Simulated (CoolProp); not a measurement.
C3F8 (R218) at 430.64 K and 0.483 MPa flows at 0.7 m/s in a round tube of 2 mm bore and 15 µm roughness, fully developed (64/Re and Nu = 3.66 if laminar; Colebrook and Gnielinski if turbulent). Each further row changes one setting.

The numbers come from the reference Helmholtz-energy equation of state, Lemmon 2006 in CoolProp. It is a short technical equation, of lower accuracy than the large ones.

```
case              Reynolds number  Darcy friction factor  pressure drop (Pa/m)  heat-transfer coefficient (W/(m² K))  mass flow (kg/h)
----------------  ---------------  ---------------------  --------------------  ------------------------------------  ----------------
as stated                       …                      …                   100                                  44.3             0.206
velocity 1.4 m/s             4070                 0.0468                     …                                     …             0.413
diameter 4 mm                4070                 0.0434                  69.2                                  89.0             0.825
```

**Question.** Some entries are withheld; supply them.

**Answer.** 
- as stated, Reynolds number: 2040
- as stated, Darcy friction factor: 0.0314
- velocity 1.4 m/s, pressure drop (Pa/m): 597
- velocity 1.4 m/s, heat-transfer coefficient (W/(m² K)): 194

Viscosity comes from a separate model (Huber 2003), an estimate that may be off by 10 % or more. Thermal conductivity comes from a separate model (Huber 2003), an estimate that may be off by 10 % or more.
